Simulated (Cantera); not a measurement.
A closed system holds: 1 mol BN, 11 mol HF, 80 mol N2, 2.9 mol Cl2, equilibrated at 1848 K and 6.30e-5 bar.

Equilibrium computed with Cantera from the NASA thermochemical tables; the gas is ideal and each condensed phase is pure. Candidate condensed phases: B, BN, NH4Cl; 40 gas species. The tables' values for BF2 are old estimates; treat these amounts as uncertain. Rates play no part.

Base state: N2 0.840, HF 0.0852, Cl 0.0358, HCl 0.0248, BF3 0.00886, H 0.00235, BF2 0.00137, H2 0.00123 (mole fractions); condensed: gas only.

**Question.** What changes in the equilibrium state with this change: Cl2 from 2.9 to 2.1 mol?

**Answer.** 
```json
[
 {"species": "N2", "before": "0.840", "after": "0.852"},
 {"species": "HF", "before": "0.0852", "after": "0.0871"},
 {"species": "Cl", "before": "0.0358", "after": "0.0229"},
 {"species": "HCl", "before": "0.0248", "after": "0.0216"},
 {"species": "BF3", "before": "0.00886", "after": "0.00849"},
 {"species": "H2", "before": "0.00123", "after": "0.00229"},
 {"species": "BF", "before": "0.000204", "after": "0.000346"}
]
```

**Question.** What changes in the equilibrium state with this change: 0.61 mol H2 added?

**Answer.** 
```tsv
species	before	after
N2	0.840	0.837
HF	0.0852	0.0859
HCl	0.0248	0.0313
Cl	0.0358	0.0289
BF3	0.00886	0.00802
H2	0.00123	0.00302
BF	0.000204	0.000444
H	0.00235	0.00367
F	3.42e-5	2.20e-5
```
